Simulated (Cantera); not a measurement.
**HBr + O2 (abatement and gas-phase synthesis)**

A closed system holds: 1 mol HBr, 0.26 mol O2, equilibrated at 1448 K.

Method: chemical equilibrium by Gibbs-energy minimisation in Cantera with the NASA 1993 tables (ideal gas, pure condensed phases). Candidate condensed phases: Br2, H2O; 12 gas species. The ideal-gas law is rough above about 30 bar. Rates play no part.

From 0.000100 bar to 300 bar nothing is condensed.

```tsv
P (Pa)	log p Br	log p H2O	log p Br2	log p HBr	log p O2	log p OH	log p H2
10	-4.22	-4.52	-7.14	-5.15	-5.61	-7.30	-7.75
65	-3.43	-3.72	-5.56	-4.19	-4.69	-6.67	-7.42
420	-2.66	-2.93	-4.02	-3.25	-3.77	-6.05	-7.07
2700	-1.96	-2.10	-2.62	-2.36	-2.89	-5.41	-6.69
17000	-1.38	-1.25	-1.45	-1.55	-2.08	-4.78	-6.25
110000	-0.88	-0.38	-0.46	-0.81	-1.32	-4.16	-5.76
720000	-0.42	0.48	0.45	-0.11	-0.59	-3.55	-5.27
4700000	0.00	1.32	1.31	0.56	0.13	-2.95	-4.78
30000000	0.42	2.14	2.14	1.21	0.84	-2.36	-4.32
```
log p: log10 of the partial pressure in bar; nothing condenses.
